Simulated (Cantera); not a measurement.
# Silicon epitaxy and polysilicon growth: Si3H8 + H2

A closed system holds: 1 mol Si3H8, 3.3 mol H2, at 11.3 Torr.

Equilibrium computed with Cantera from the NASA thermochemical tables; the gas is ideal and each condensed phase is pure. Candidate condensed phases: Si; 9 gas species. The feed counts by its element totals alone. Gases not in the tables: Si2H6 and higher silanes. The numbers say what is thermodynamically allowed, not how fast it happens.

| T (°C) | x H2 | x H | x Si | x SiH2 | n Si(s) | n Si(l) |
|---|---|---|---|---|---|---|
| 975 | 1.000 | 3.81e-6 | 5.17e-10 | 3.02e-8 | 3.00 | 0 |
| 1025 | 1.000 | 8.75e-6 | 2.71e-9 | 7.39e-8 | 3.00 | 0 |
| 1075 | 1.000 | 1.89e-5 | 1.25e-8 | 1.69e-7 | 3.00 | 0 |
| 1125 | 1.000 | 3.86e-5 | 5.20e-8 | 3.66e-7 | 3.00 | 0 |
| 1175 | 1.000 | 7.53e-5 | 1.95e-7 | 7.48e-7 | 3.00 | 0 |
| 1225 | 1.000 | 0.000140 | 6.69e-7 | 1.46e-6 | 3.00 | 0 |
| 1275 | 1.000 | 0.000251 | 2.12e-6 | 2.73e-6 | 3.00 | 0 |
| 1325 | 1.000 | 0.000435 | 6.23e-6 | 4.89e-6 | 3.00 | 0 |
| 1375 | 0.999 | 0.000727 | 1.72e-5 | 8.47e-6 | 3.00 | 0 |
| 1425 | 0.999 | 0.00118 | 4.38e-5 | 1.39e-5 | 0 | 3.00 |
x: gas mole fraction; n: condensed amount in mol.

From 975 °C to 1375 °C the condensed part is Si(s). At 1425 °C the condensed part is Si(l). The main Si-bearing gas is SiH2 at 975 °C and Si at 1425 °C.
